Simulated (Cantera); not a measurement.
A closed system holds: 1 mol CaCO3, 6.9 mol H2O, 5.8 mol O2, 0.54 mol C, at 1.00 Torr.

Method: chemical equilibrium by Gibbs-energy minimisation in Cantera with the NASA 1993 tables (ideal gas, pure condensed phases). Candidate condensed phases: C, C6H6, C7H8, C8H18, Ca, CaCO3, CaO, Ca(OH)2, H2O; 115 gas species. Equilibrium is a limit: real reactors are often held back by kinetics, nucleation or transport.

Which condensed phases are stable at each of these points (T (K)): 523, 673, 823, 973, 1123, 1273, 1423, 1573, 1723, 1873, 2023?


| T (K) | condensed phases | Ca condensed (%) |
|---|---|---|
| 523 | CaCO3(calcite) | 100.0 |
| 673 | CaCO3(calcite) | 100.0 |
| 823 | CaO(s) | 100.0 |
| 973 | CaO(s) | 100.0 |
| 1123 | CaO(s) | 100.0 |
| 1273 | CaO(s) | 100.0 |
| 1423 | CaO(s) | 100.0 |
| 1573 | CaO(s) | 100.0 |
| 1723 | CaO(s) | 100.0 |
| 1873 | CaO(s) | 100.0 |
| 2023 | CaO(s) | 99.9 |

From 523 K to 673 K the condensed part is CaCO3(calcite). From 823 K to 2023 K the condensed part is CaO(s).
